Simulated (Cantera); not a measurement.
## Reactions in the system Cl-Cs-H

Source: NASA polynomial tables (part measured, part estimated), evaluated in Cantera. Values are per mole of reaction as written; species without (g) are pure solids or liquids, kept so even where they would boil at 1 bar.

CsCl + H(g) = HCl(g) + Cs(g)

```json
[
 {"T (K)": "300", "ΔH° (kJ)": "209.0", "ΔS° (J/K)": "146.5", "ΔG° (kJ)": "165.1", "log10 K": "-28.74", "condensed phases": "CsCl(s)"},
 {"T (K)": "1598", "ΔH° (kJ)": "140.7", "ΔS° (J/K)": "67.5", "ΔG° (kJ)": "32.9", "log10 K": "-1.08", "condensed phases": "CsCl(l)"},
 {"T (K)": "1648", "ΔH° (kJ)": "138.6", "ΔS° (J/K)": "66.1", "ΔG° (kJ)": "29.6", "log10 K": "-0.94", "condensed phases": "CsCl(l)"},
 {"T (K)": "1698", "ΔH° (kJ)": "136.4", "ΔS° (J/K)": "64.8", "ΔG° (kJ)": "26.3", "log10 K": "-0.81", "condensed phases": "CsCl(l)"},
 {"T (K)": "1748", "ΔH° (kJ)": "134.3", "ΔS° (J/K)": "63.6", "ΔG° (kJ)": "23.1", "log10 K": "-0.69", "condensed phases": "CsCl(l)"},
 {"T (K)": "1798", "ΔH° (kJ)": "132.2", "ΔS° (J/K)": "62.4", "ΔG° (kJ)": "20.0", "log10 K": "-0.58", "condensed phases": "CsCl(l)"},
 {"T (K)": "1848", "ΔH° (kJ)": "130.0", "ΔS° (J/K)": "61.2", "ΔG° (kJ)": "16.9", "log10 K": "-0.48", "condensed phases": "CsCl(l)"}
]
```
